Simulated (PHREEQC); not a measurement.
A column of 0.1 m (30 cells, dispersivity 0.005 m, 3600 s a shift, diffusion coefficient 3e-10 m²/s) holds 0.1 eq of the database's cation exchanger X per kg of pore water, first in equilibrium with 0.0022 mol NaCl, 0.011 mol SrCl2, 0.00084 mol LiCl and 1e-05 mol HCl per kg of water. It is flushed with 47 mmol/kgw CdCl2, 0.46 mmol/kgw ZnCl2 and 0.01 mmol/kgw HCl, at 25 °C. Values are for the last cell. CO2 from the air is kept out. No solid was allowed to form.

Equilibrium calculation in PHREEQC: ion-association model, phreeqc.dat.

| pore volumes | Cd in solution (mol/kgw) | Zn in solution (mol/kgw) | Li in solution (mol/kgw) |
|---|---|---|---|
| 0 | 0 | 0 | 0.000840 |
| 0.1833 | 0 | 0 | 0.000840 |
| 0.35 | 4.27e-11 | 0 | 0.000841 |
| 0.6833 | 0.000193 | 2.46e-9 | 0.000878 |
| 0.85 | 0.00241 | 1.85e-7 | 0.000784 |
| 1.017 | 0.00776 | 1.77e-6 | 0.000606 |
| 1.183 | … | 6.41e-6 | 0.000423 |
| 1.35 | 0.0199 | 1.44e-5 | 0.000276 |
| 1.683 | 0.0280 | 3.74e-5 | 0.000105 |
| 1.85 | … | 5.08e-5 | 6.19e-5 |
| 2.017 | 0.0327 | 6.50e-5 | 3.61e-5 |
| 2.183 | 0.0343 | 7.95e-5 | 2.08e-5 |
| 2.35 | 0.0357 | 9.44e-5 | 1.19e-5 |
| 2.683 | 0.0378 | … | … |
| 2.85 | 0.0387 | 0.000139 | 2.16e-6 |
| 3.017 | 0.0394 | 0.000154 | 1.21e-6 |
| 3.183 | 0.0401 | 0.000168 | 6.78e-7 |
| 3.35 | 0.0407 | 0.000183 | … |
| 3.683 | … | 0.000210 | 1.18e-7 |
| 3.85 | 0.0422 | 0.000223 | 6.59e-8 |
| 4.017 | 0.0426 | 0.000236 | 3.67e-8 |
| 4.183 | 0.0429 | 0.000249 | 2.04e-8 |
| 4.35 | 0.0433 | 0.000261 | 1.14e-8 |
| 4.683 | 0.0439 | 0.000284 | 3.52e-9 |
| 4.85 | 0.0441 | 0.000295 | 1.96e-9 |
| 5.017 | 0.0444 | 0.000305 | 1.09e-9 |

Question: Complete the blanks.

Answer: 
- 1.183, Cd in solution (mol/kgw): 0.0142
- 1.85, Cd in solution (mol/kgw): 0.0306
- 2.683, Zn in solution (mol/kgw): 0.000124
- 2.683, Li in solution (mol/kgw): 3.83e-6
- 3.35, Li in solution (mol/kgw): 3.79e-7
- 3.683, Cd in solution (mol/kgw): 0.0417
